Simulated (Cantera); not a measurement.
Charge: 1 mol SiF₄, a varied amount of N₂, 0.14 mol H₂, held at 1.33 mbar.

These are equilibrium values from Cantera (NASA tables, ideal gas, pure condensed phases), not measurements of a reactor. Candidate condensed phases: Si, Si₃N₄; 37 gas species. N₂ is the only nitrogen source here; it is nearly inert below about 1500 K, so the nitride shown seldom forms there in practice. The tables' values for SiF₂, SiF₃ are old estimates. Rates play no part.

Question: What condenses at these points (T in K, n(N₂) in mol): (1675, 1.2); (1000, 2.8); (1000, 6.3); (1075, 6.3); (1000, 0.81)?

Answer: 
| T (K) | n(N₂) in mol | condensed phases | Si condensed (%) |
|---|---|---|---|
| 1675 | 1.2 | gas only | 0.0 |
| 1000 | 2.8 | Si₃N₄ | 0.0 |
| 1000 | 6.3 | Si₃N₄ | 0.0 |
| 1075 | 6.3 | Si₃N₄ | 0.0 |
| 1000 | 0.81 | gas only | 0.0 |
